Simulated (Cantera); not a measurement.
An adiabatic, constant-pressure homogeneous reactor starts with CO : H2 : CH4 : O2 : N2 = 1 : 0.34 : 0.086 : 0.561 : 2.11 (molar parts), at 1148 K and 4.93 atm. Integrator tolerance rtol = 1e-08.

Model: GRI-Mech 3.0 (53 species, 325 reactions), integrated in Cantera.

**Question.** What does this change do: O2 0.561 to 0.24 parts?

**Answer.** 
```tsv
quantity	before	after
time of steepest temperature rise	0.124 ms	0.420 ms
temperature at 4.00 s	2781 K	1925 K
equilibrium temperature	2781 K	1925 K
x(CO) at 4.00 s	0.147 (gas-phase equilibrium 0.147)	0.247 (gas-phase equilibrium 0.247)
x(H2) at 4.00 s	0.0170 (gas-phase equilibrium 0.0170)	0.0771 (gas-phase equilibrium 0.0771)
x(CH4) at 4.00 s	<1e-12 (gas-phase equilibrium <1e-12)	3.53e-9 (gas-phase equilibrium 3.82e-9)
x(CO2) at 4.00 s	0.142 (gas-phase equilibrium 0.142)	0.0454 (gas-phase equilibrium 0.0454)
x(O2) at 4.00 s	0.00368 (gas-phase equilibrium 0.00368)	3.26e-9 (gas-phase equilibrium 3.26e-9)
x(C2H2) at 4.00 s	<1e-12 (gas-phase equilibrium <1e-12)	2.01e-12 (gas-phase equilibrium 2.17e-12)
x(C2H4) at 4.00 s	<1e-12 (gas-phase equilibrium <1e-12)	<1e-12 (gas-phase equilibrium <1e-12)
```

**Question.** What does this change do: pressure from 4.93 atm to 20.7 atm?

**Answer.** 
```json
[
 {"quantity": "time of steepest temperature rise", "before": "0.124 ms", "after": "0.142 ms"},
 {"quantity": "temperature at 4.00 s", "before": "2781 K", "after": "2850 K"},
 {"quantity": "equilibrium temperature", "before": "2781 K", "after": "2850 K"},
 {"quantity": "x(CO) at 4.00 s", "before": "0.147 (gas-phase equilibrium 0.147)", "after": "0.143 (gas-phase equilibrium 0.143)"},
 {"quantity": "x(H2) at 4.00 s", "before": "0.0170 (gas-phase equilibrium 0.0170)", "after": "0.0160 (gas-phase equilibrium 0.0160)"},
 {"quantity": "x(CH4) at 4.00 s", "before": "<1e-12 (gas-phase equilibrium <1e-12)", "after": "1.98e-12 (gas-phase equilibrium 2.31e-12)"},
 {"quantity": "x(CO2) at 4.00 s", "before": "0.142 (gas-phase equilibrium 0.142)", "after": "0.147 (gas-phase equilibrium 0.147)"},
 {"quantity": "x(O2) at 4.00 s", "before": "0.00368 (gas-phase equilibrium 0.00368)", "after": "0.00178 (gas-phase equilibrium 0.00178)"},
 {"quantity": "x(C2H2) at 4.00 s", "before": "<1e-12 (gas-phase equilibrium <1e-12)", "after": "<1e-12 (gas-phase equilibrium <1e-12)"},
 {"quantity": "x(C2H4) at 4.00 s", "before": "<1e-12 (gas-phase equilibrium <1e-12)", "after": "<1e-12 (gas-phase equilibrium <1e-12)"}
]
```
The pressure lies above the range GRI-Mech 3.0 was tuned for (to about 10 atm).
